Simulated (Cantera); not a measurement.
Feed: 1 mol Si₃N₄, 25 mol H₂, at 1027 °C and 4600 Pa.

These are equilibrium values from Cantera (NASA tables, ideal gas, pure condensed phases), not measurements of a reactor. Candidate condensed phases: Si, Si₃N₄; 18 gas species. Mutual solubility and eutectic melting of coexisting phases are not modelled. The numbers say what is thermodynamically allowed, not how fast it happens.

### Question
What is the equilibrium state?

### Answer
```json
{
 "x(H₂)": "1.000",
 "x(N₂)": "1.08e-5",
 "x(H)": "5.16e-6",
 "n(Si(s))": "0.000403 mol",
 "n(Si₃N₄(s))": "1.000 mol",
 "gas_amount": "25.00 mol"
}
```
